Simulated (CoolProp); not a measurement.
Vapour-liquid equilibrium of R22 (1) + dimethyl ether (2) at 1.12 MPa; x and y are mole fractions of (1).

Computed with CoolProp (multi-fluid Helmholtz-energy mixture model, Kamei 1995 and Wu 2011; pair parameters Bell 2016).

### Question
Give the bubble temperature and the first vapour's composition at x = 0.05, 0.425, 0.95. Is there an azeotrope?

### Answer
x = 0.05: 322.6 K, y = 0.044; x = 0.425: 321.9 K, y = 0.480; x = 0.95: 302.7 K, y = 0.986. y crosses x between x = 0.2 and 0.275: the model has an azeotrope there.

The pair parameters rest on a limited set of measurements; away from them the model extrapolates.
